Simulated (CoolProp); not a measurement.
A Linde-Hampson liquefier for nitrogen: isothermal reversible compression at 290 K from 1 atm to 25 MPa, throttling to 1 atm, return gas leaving the recuperator 2 K below the feed. Each further row changes one setting.

Values from CoolProp's reference Helmholtz-energy equation of state, Span 2000.

```json
[
 {"case": "as stated", "liquid yield per pass": "0.088", "compression work (kJ/kg of gas)": "475"},
 {"case": "high pressure 50 MPa", "liquid yield per pass": "0.094", "compression work (kJ/kg of gas)": "547"},
 {"case": "warm-end temperature 320 K", "liquid yield per pass": "?", "compression work (kJ/kg of gas)": "?"},
 {"case": "warm-end gap 7 K", "liquid yield per pass": "?", "compression work (kJ/kg of gas)": "475"}
]
```

### Question
What belongs in the gaps?

### Answer

- warm-end temperature 320 K, liquid yield per pass: 0.063
- warm-end temperature 320 K, compression work (kJ/kg of gas): 528
- warm-end gap 7 K, liquid yield per pass: 0.076
